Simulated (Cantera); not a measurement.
Input: 1 mol Si(CH₃)₄, 0.19 mol CH₄, 210 mol H₂, held at 902 °C and 54.0 Torr.

Method: chemical equilibrium by Gibbs-energy minimisation in Cantera with the NASA 1993 tables (ideal gas, pure condensed phases). Candidate condensed phases: C, C₆H₆, C₇H₈, C₈H₁₈, Si, SiC; 87 gas species. Rates play no part.

Task: What is the equilibrium state?

Result: 
| Property | Result |
|---|---|
| x(H₂) | 0.999 |
| x(CH₄) | 0.00138 |
| n(C(graphite)) | 2.89 mol |
| n(SiC(s)) | 1.00 mol |
| gas amount | 216.1 mol |
| log10 activity of Si(s) (absent) | -2.84 |
